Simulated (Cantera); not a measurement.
A perfectly stirred reactor is fed with CO : H2 : CH4 : O2 : N2 = 1 : 0.93 : 1.4 : 2.51 : 30.1 (molar parts), equivalence ratio 1.5, at 7.70 atm; it is adiabatic with a 375 K inlet, and is followed from long to short residence time, starting on the burning branch (τ in s: 0.1, 0.046, 0.021, 0.0095, 0.0044, 0.002, 0.00092, 0.00042, 0.00019, 8.8e-05, 4e-05, 1.8e-05).

Computed with Cantera and GRI-Mech 3.0 (53 species, 325 reactions).

What does this change do: H2 0.93 to 0.66 parts?


| quantity | before | after |
|---|---|---|
| blow-out, bracketed by the residence times tried | burning at 0.100 s, out at 46.0 ms | burning at 0.100 s, out at 46.0 ms |
| x(CO) at τ = 0.100 s | 0.0314 | 0.0318 |
| x(H2) at τ = 0.100 s | 0.0165 | 0.0127 |
| x(CH4) at τ = 0.100 s | 0.00974 | 0.0101 |
| x(HCO) at τ = 0.100 s | 1.48e-8 | 1.38e-8 |
| x(H2O2) at τ = 0.100 s | 6.99e-6 | 1.50e-5 |
| x(CO) at τ = 0.920 ms | 0.0278 | 0.0280 |
| x(H2) at τ = 0.920 ms | 0.0259 | 0.0185 |
| x(CH4) at τ = 0.920 ms | 0.0390 | 0.0392 |
| x(HCO) at τ = 0.920 ms | <1e-12 | <1e-12 |
| x(H2O2) at τ = 0.920 ms | <1e-12 | <1e-12 |

What does this change do: H2 0.93 to 1.5 parts?


```
quantity                                                                      before                               after
------------------------------------------------  ----------------------------------  ----------------------------------
blow-out, bracketed by the residence times tried  burning at 0.100 s, out at 46.0 ms  burning at 0.100 s, out at 46.0 ms
x(CO) at τ = 0.100 s                                                          0.0314                              0.0312
x(H2) at τ = 0.100 s                                                          0.0165                              0.0248
x(CH4) at τ = 0.100 s                                                        0.00974                              0.0104
x(HCO) at τ = 0.100 s                                                        1.48e-8                             1.49e-8
x(H2O2) at τ = 0.100 s                                                       6.99e-6                             4.26e-6
x(CO) at τ = 0.920 ms                                                         0.0278                              0.0274
x(H2) at τ = 0.920 ms                                                         0.0259                              0.0411
x(CH4) at τ = 0.920 ms                                                        0.0390                              0.0383
x(HCO) at τ = 0.920 ms                                                        <1e-12                              <1e-12
x(H2O2) at τ = 0.920 ms                                                       <1e-12                              <1e-12
```
